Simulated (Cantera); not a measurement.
A jet of CH4 : O2 : N2 = 0.012 : 0.1 : 0.79 (molar parts), equivalence ratio 0.24 at 300 K and 6600 Pa hits a platinum plate 2.9 cm away at a mass flux of 0.047 kg/m²/s; the plate temperature is set and raised in steps from an oxygen-covered start.

Cantera simulation using Deutschmann's 1995 Pt surface mechanism with GRI-Mech 3.0 gas chemistry; the numbers are that mechanism's predictions, not measurements. Catalytic surfaces can have several steady states; this one follows from the mechanism file's or the stated starting coverage.

One state of this run: wall x CH4 = 0.00413; wall x O2 = 0.0914; wall x H2O = 0.0169; wall x OH = 9.65e-7; wall x CO = 5.41e-6; wall x CO2 = 0.0111; θ free Pt = 0.496; θ O* = 0.504. x: mole fraction at the wall; θ: surface coverage.

Question: Which value of plate T (K) does it belong to?
A. 950
B. 1100
C. 1050
D. 1250

Answer: B, 1100
